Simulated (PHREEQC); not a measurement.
## Metal-bearing waste water

Consider water at 20 °C with 0.15 mol CuSO4, 0.0024 mol MgSO4, 0.0043 mol HCl and 4.2e-05 mol NaCl per kg of water. Closed to the air; pH follows from the charge balance.

The numbers come from PHREEQC with the ion-association model, wateq4f.dat.

Each row changes one thing in this solution. No solid was allowed to form.

```csv
case,pH,ionic strength (mol/kgw),Cu+2 (mol/kgw),CuSO4 (mol/kgw),SO4-2 (mol/kgw),Cl- (mol/kgw),SI of Chalcanthite (CuSO4:5H2O),SI of Antlerite (Cu3(OH)4SO4)
as made,2.92,0.304,0.0751,0.0747,0.0736,0.00415,-0.74,-3.32
HCl from 0.0043 to 0.043 mol/kgw,1.87,0.336,0.0836,…,0.0614,0.0410,-0.81,-7.54
MgSO4 replaced by KHSO4 at the same molality,2.73,0.304,0.0752,0.0746,0.0733,0.00415,-0.74,-4.10
CuSO4 from 0.15 to 0.165 mol/kgw,2.94,0.330,0.0817,…,0.0801,0.00414,-0.69,-3.15
MgSO4 from 0.0024 to 0.00048 mol/kgw,2.92,0.301,0.0752,0.0746,…,0.00415,-0.74,-3.33
CuSO4 from 0.15 to 0.03 mol/kgw,2.67,0.0812,0.0186,0.0113,0.0184,0.00427,-1.58,-6.04
HCl left out,4.53,0.301,0.0740,…,0.0752,4.02e-5,-0.74,+3.11
```

Task: Some entries are withheld; supply them.

Result: 
- HCl from 0.0043 to 0.043 mol/kgw, CuSO4 (mol/kgw): 0.0644
- CuSO4 from 0.15 to 0.165 mol/kgw, CuSO4 (mol/kgw): 0.0831
- MgSO4 from 0.0024 to 0.00048 mol/kgw, SO4-2 (mol/kgw): 0.0728
- HCl left out, CuSO4 (mol/kgw): 0.0759

Some of these states are supersaturated (in Antlerite, Brochantite, for instance).
